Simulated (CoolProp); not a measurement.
Vapour-liquid equilibrium of propane (1) + n-pentane (2) at 1.56 bar; x and y are mole fractions of (1).

Computed with CoolProp (multi-fluid Helmholtz-energy mixture model, Lemmon 2009 and Thol 2019; pair parameters Kunz 2012).

**Question.** Give the bubble temperature and the first vapour's composition at x = 0.2, 0.65, 0.8. Is there an azeotrope?

**Answer.** x = 0.2: 7.1 °C, y = 0.816; x = 0.65: -21.8 °C, y = 0.977; x = 0.8: -26.5 °C, y = 0.989. No azeotrope shows between x = 0.05 and 0.95.

Pair parameters are fitted to limited data, so mixtures are less certain than the pure fluids.
